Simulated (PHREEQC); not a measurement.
A column of 1 m (40 cells, dispersivity 0.05 m, 300 s a shift, diffusion coefficient 3e-10 m²/s) holds 0.037 eq of the database's cation exchanger X per kg of pore water, first in equilibrium with 0.00061 mol/kgw MgCl2 and 1e-05 mol/kgw HCl. It is flushed with 0.0067 mol (NH4)2SO4 and 1e-05 mol HCl per kg of water, at 40 °C. Values are for the last cell. CO2 from the air is kept out. Nothing may precipitate in this run.

The series has 33 steps of pore volumes, from 0 to 8.012.

Equilibrium calculation in PHREEQC: ion-association model, phreeqc.dat.

Task: After how many pore volumes does NH4 at the outlet first reach half of its feed value?

Result: By 2.5 pore volumes.

Task: After how many pore volumes does S at the outlet first reach half of its feed value?

Result: By 1.0 pore volumes.

Away from 25 °C the constants follow the database's enthalpies or fits; those with neither stay at their 25 °C values.
